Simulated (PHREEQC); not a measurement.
Solution A (0.072 mol Mg(NO3)2 per kg of water) is mixed with solution B (0.002 mol CaSO4, 0.0038 mol CO2 and 0.096 mol NaCl per kg of water) at 90 °C; shares are by mass of water, 1 kg in all. Oxygen alone is held at its pressure in air (log pO2 = -0.68). No CO2 enters from the air. Solids allowed: Calcite, Gypsum, Halite. Others were left out.

Computed with PHREEQC (ion-association model, phreeqc.dat).

| share of solution B | pH | Ca+2 (mol/kgw) | SO4-2 (mol/kgw) |
|---|---|---|---|
| 0 | 5.49 | 0 | 0 |
| 0.1 | 4.80 | 0.000200 | 3.86e-5 |
| 0.2 | 4.66 | 0.000399 | 8.18e-5 |
| 0.3 | 4.58 | 0.000598 | 0.000131 |
| 0.4 | 4.53 | 0.000797 | 0.000189 |
| 0.5 | 4.49 | 0.000994 | 0.000259 |
| 0.6 | 4.46 | 0.00119 | 0.000349 |
| 0.7 | 4.44 | 0.00138 | 0.000470 |
| 0.8 | 4.43 | 0.00157 | 0.000650 |
| 0.9 | 4.43 | 0.00175 | 0.000952 |
| 1 | 4.43 | 0.00191 | 0.00156 |

Away from 25 °C the constants follow the database's enthalpies or fits; those with neither stay at their 25 °C values.
